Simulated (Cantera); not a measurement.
Carbon deposition, reforming and gasification: C2H5OH + O2 + N2

Feed: 1 mol C2H5OH, 1 mol O2, 0.34 mol N2, equilibrated at 65.3 Torr.

These are equilibrium values from Cantera (NASA tables, ideal gas, pure condensed phases), not measurements of a reactor. Candidate condensed phases: C, C6H6, C7H8, C8H18, H2O; 136 gas species. Kinetics and transport are ignored.

At 825 K the condensed part is C(graphite). From 975 K to 2325 K nothing is condensed. The main C-bearing gas is CO throughout.

| T (K) | log p H2 | log p CO | log p H2O | log p CO2 | log p N2 | log p H | log p CH4 | n C(graphite) |
|---|---|---|---|---|---|---|---|---|
| 825 | -1.39 | -1.77 | -2.06 | -1.88 | -2.23 | -11.80 | -2.83 | 0.175 |
| 975 | -1.39 | -1.61 | -2.08 | -2.10 | -2.26 | -9.64 | -4.83 | 0 |
| 1125 | -1.41 | -1.58 | -2.00 | -2.21 | -2.26 | -8.06 | -6.55 | 0 |
| 1275 | -1.43 | -1.56 | -1.95 | -2.30 | -2.26 | -6.84 | -7.85 | 0 |
| 1425 | -1.44 | -1.55 | -1.92 | -2.38 | -2.26 | -5.88 | -8.88 | 0 |
| 1575 | -1.44 | -1.54 | -1.89 | -2.45 | -2.26 | -5.10 | -9.70 | 0 |
| 1725 | -1.45 | -1.53 | -1.88 | -2.51 | -2.26 | -4.46 | -10.37 | 0 |
| 1875 | -1.45 | -1.53 | -1.87 | -2.56 | -2.26 | -3.91 | -10.93 | 0 |
| 2025 | -1.46 | -1.52 | -1.86 | -2.60 | -2.26 | -3.44 | -11.41 | 0 |
| 2175 | -1.46 | -1.52 | -1.86 | -2.63 | -2.26 | -3.04 | -11.82 | 0 |
| 2325 | -1.48 | -1.52 | -1.86 | -2.66 | -2.26 | -2.70 | -12.19 | 0 |
log p: log10 of the partial pressure in bar; n: condensed amount in mol.
